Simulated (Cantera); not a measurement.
A closed system holds: 1 mol (CH3)2SiCl2, 3 mol H2, 0.18 mol C3H8, equilibrated at 27.0 Torr.

These are equilibrium values from Cantera (NASA tables, ideal gas, pure condensed phases), not measurements of a reactor. Candidate condensed phases: C, C6H6, C7H8, C8H18, Si, SiC; 109 gas species. The feed counts by its element totals alone. The tables' values for SiCl3 are old estimates; treat these amounts as uncertain. Kinetics and transport are ignored.

Task: At 1200 K, list the 4 most abundant gas species with their mole fractions, and the condensed phases.

Result: H2 0.757, HCl 0.236, SiCl4 0.00546, SiHCl3 0.000478. Condensed: C(graphite) + SiC(s).
